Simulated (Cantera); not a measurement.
A Cantera script and what it prints.

```python
import numpy as np
import cantera as ct

gas_names = """
    H HNO HNO2 HNO3 HO2 H2 H2O H2O2 N NH NH2 NH3 NH2OH NO NO2 NO3 N2 N2H2 N2H4 N2O O OH O2 O3 Si SiH
    SiH2 SiH3 SiH4 SiN SiO SiO2 Si2 Si2N Si3
""".split()
cond_names = """
    H2O(s) H2O(L) Si(cr) Si(L) SiO2(Lqz) SiO2(hqz) SiO2(L) Si2N2O(s) Si3N4(a)
""".split()


# ... load() reads the species with a 1 bar reference pressure and builds the phases ...
atoms = {
    'SiH4': {'Si': 1, 'H': 4},
    'N2O': {'N': 2, 'O': 1},
}
top_T = {'Si2N2O(s)': 2100, 'Si3N4(a)': 2400}  # K; cautious upper limits of use, not melting points


# ... equilibrate(T, P, feed) seeds the gas with the atoms and calls Mixture.equilibrate('TP', solver="vcs", rtol=1e-11, max_steps=5000) ...
results = []
feed = {'SiH4': 1, 'N2O': 0.45}  # mol
P = 94  # Pa
for T in [600, 750, 900, 1050, 1200, 1350, 1500, 1650, 1800, 1950, 2100]:
    mix = equilibrate(T, P, feed)
    results.append((T, P, feed, dict(zip(mix.species_names, mix.species_moles))))
    x = sorted(zip(gas.X, gas.species_names), reverse=True)
    print(f"T = {T:g} K  P = {P:g} Pa  gas = {mix.phase_moles(0):.4g} mol")
    print("   x: " + "  ".join(f"{s} {v:.3e}" for v, s in x if v > 1e-05))
    print("   condensed (mol): " + ("  ".join(f"{mix.phase(i).name} {mix.phase_moles(i):.4g}"
          for i in range(1, mix.n_phases) if mix.phase_moles(i) > 1e-12) or "none"))
```

Result:

```
T = 600 K  P = 94 Pa  gas = 2 mol
   x: H2 1.000e+00
   condensed (mol): Si(cr) 0.1  Si2N2O(s) 0.45  Si3N4(a) 8.664e-12
T = 750 K  P = 94 Pa  gas = 2 mol
   x: H2 1.000e+00
   condensed (mol): Si(cr) 0.1  Si2N2O(s) 0.45  Si3N4(a) 2.012e-12
T = 900 K  P = 94 Pa  gas = 2 mol
   x: H2 1.000e+00
   condensed (mol): Si(cr) 0.1  Si2N2O(s) 0.45
T = 1050 K  P = 94 Pa  gas = 2 mol
   x: H2 1.000e+00
   condensed (mol): Si(cr) 0.1  Si2N2O(s) 0.45
T = 1200 K  P = 94 Pa  gas = 2 mol
   x: H2 1.000e+00
   condensed (mol): Si(cr) 0.1  Si2N2O(s) 0.45
T = 1350 K  P = 94 Pa  gas = 2.001 mol
   x: H2 9.996e-01  N2 1.728e-04  SiO 1.728e-04  H 7.772e-05
   condensed (mol): Si(cr) 0.1003  Si2N2O(s) 0.4497
T = 1500 K  P = 94 Pa  gas = 2.028 mol
   x: H2 9.858e-01  SiO 6.814e-03  N2 6.814e-03  H 5.700e-04  Si 1.120e-05
   condensed (mol): Si(cr) 0.1138  Si2N2O(s) 0.4362
T = 1650 K  P = 94 Pa  gas = 2.751 mol
   x: H2 7.257e-01  SiO 1.357e-01  N2 1.357e-01  H 2.524e-03  Si 2.850e-04  SiH 1.360e-05
   condensed (mol): Si(cr) 0.4726  Si2N2O(s) 0.07654
T = 1800 K  P = 94 Pa  gas = 2.924 mol
   x: H2 6.791e-01  SiO 1.539e-01  N2 1.539e-01  H 9.624e-03  Si 3.378e-03  SiH 9.737e-05  Si2N 2.893e-05  Si2 2.041e-05  SiH2 2.033e-05  SiN 1.799e-05
   condensed (mol): Si(L) 0.5394
T = 1950 K  P = 94 Pa  gas = 3.024 mol
   x: H2 6.461e-01  SiO 1.488e-01  N2 1.487e-01  H 3.005e-02  Si 2.533e-02  SiH 4.776e-04  Si2 2.320e-04  Si2N 1.214e-04  SiN 8.813e-05  SiH2 5.123e-05  Si3 5.100e-05
   condensed (mol): Si(L) 0.4689
T = 2100 K  P = 94 Pa  gas = 3.546 mol
   x: H2 5.262e-01  Si 1.419e-01  SiO 1.269e-01  N2 1.265e-01  H 7.372e-02  Si2 1.849e-03  SiH 1.712e-03  Si2N 3.855e-04  Si3 3.780e-04  SiN 3.211e-04  SiH2 9.599e-05
   condensed (mol): Si(L) 0.01926
```

Method: chemical equilibrium by Gibbs-energy minimisation in Cantera with the NASA 1993 tables (ideal gas, pure condensed phases). Mutual solubility and eutectic melting of coexisting phases are not modelled. The tables' values for SiN are old estimates; treat these amounts as uncertain. Gases not in the tables: Si2H6 and higher silanes.
